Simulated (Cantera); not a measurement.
Charge: 1 mol SiO2, 0.018 mol N2, equilibrated at 3.90 bar.

Equilibrium computed with Cantera from the NASA thermochemical tables; the gas is ideal and each condensed phase is pure. Candidate condensed phases: Si, SiO2, Si2N2O, Si3N4; 16 gas species. The tables hold silica as quartz up to 1696 K and as liquid above; real silica turns to tridymite and cristobalite and melts near 1996 K. The numbers say what is thermodynamically allowed, not how fast it happens.

x: gas mole fraction; n: condensed amount in mol.

```json
[
 {"T (K)": "1450", "x N2": "1.00", "x SiO": "3.32e-10", "x NO": "3.32e-10", "n SiO2(β-quartz)": "1.00", "n SiO2(condensed)": "0"},
 {"T (K)": "1500", "x N2": "1.00", "x SiO": "1.13e-9", "x NO": "1.12e-9", "n SiO2(β-quartz)": "1.00", "n SiO2(condensed)": "0"},
 {"T (K)": "1550", "x N2": "1.00", "x SiO": "3.53e-9", "x NO": "3.52e-9", "n SiO2(β-quartz)": "1.00", "n SiO2(condensed)": "0"},
 {"T (K)": "1600", "x N2": "1.00", "x SiO": "1.03e-8", "x NO": "1.02e-8", "n SiO2(β-quartz)": "1.00", "n SiO2(condensed)": "0"},
 {"T (K)": "1650", "x N2": "1.00", "x SiO": "…", "x NO": "…", "n SiO2(β-quartz)": "1.00", "n SiO2(condensed)": "0"},
 {"T (K)": "1700", "x N2": "1.00", "x SiO": "…", "x NO": "…", "n SiO2(β-quartz)": "0", "n SiO2(condensed)": "1.00"},
 {"T (K)": "1750", "x N2": "1.00", "x SiO": "1.74e-7", "x NO": "1.72e-7", "n SiO2(β-quartz)": "0", "n SiO2(condensed)": "1.00"}
]
```

Fill in the missing entries.


- 1650, x SiO: 2.80e-8
- 1650, x NO: 2.79e-8
- 1700, x SiO: 7.19e-8
- 1700, x NO: 7.15e-8
